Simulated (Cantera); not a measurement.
A closed system holds: 1 mol SiO2, 2000 mol H2, equilibrated at 100000 Pa.

Equilibrium computed with Cantera from the NASA thermochemical tables; the gas is ideal and each condensed phase is pure. Candidate condensed phases: H2O, Si, SiO2; 18 gas species. The tables hold silica as quartz up to 1696 K and as liquid above; real silica turns to tridymite and cristobalite and melts near 1996 K. The numbers say what is thermodynamically allowed, not how fast it happens.

Problem. What share of the Si ends up in condensed phases as a function of T (K), at 1348, 1398, 1448, 1498, 1548, 1598, 1648, 1698, 1748, 1798?

Solution. 
```csv
T (K),Si condensed (%),as
1348,99.3,SiO2(β-quartz)
1398,98.3,SiO2(β-quartz)
1448,96.2,SiO2(β-quartz)
1498,92.0,SiO2(β-quartz)
1548,83.8,SiO2(β-quartz)
1598,68.8,SiO2(β-quartz)
1648,42.3,SiO2(β-quartz)
1698,0.0,-
1748,0.0,-
1798,0.0,-
```
